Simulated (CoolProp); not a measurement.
Vapour-liquid equilibrium of R22 (1) + dimethyl ether (2) at 0.926 bar; x and y are mole fractions of (1).

Values from CoolProp's multi-fluid Helmholtz-energy mixture model, Kamei 1995 and Wu 2011; pair parameters Bell 2016.

```tsv
x	bubble temperature, mixture model (K)	bubble temperature, Raoult's law (K)	y, mixture model	y, Raoult's law
0.05	246.6	245.2	0.038	0.096
0.125	247.1	243.6	0.105	0.226
0.2	247.4	242.1	0.185	0.339
0.275	247.4	240.7	0.281	0.439
0.35	247.2	239.4	0.391	0.527
0.425	246.5	238.1	0.510	0.606
0.5	245.2	237.0	0.630	0.676
0.575	243.5	235.8	0.740	0.739
0.65	241.2	234.8	0.833	0.796
0.725	238.7	233.8	0.903	0.848
0.8	236.1	232.8	0.950	0.895
0.875	233.6	231.9	0.979	0.937
0.95	231.6	231.0	0.994	0.976
```

The largest gap from Raoult's law is +8.4 K in bubble temperature, at x = 0.425. y crosses x between x = 0.2 and 0.275: the model has an azeotrope there.

The pair parameters rest on a limited set of measurements; away from them the model extrapolates.
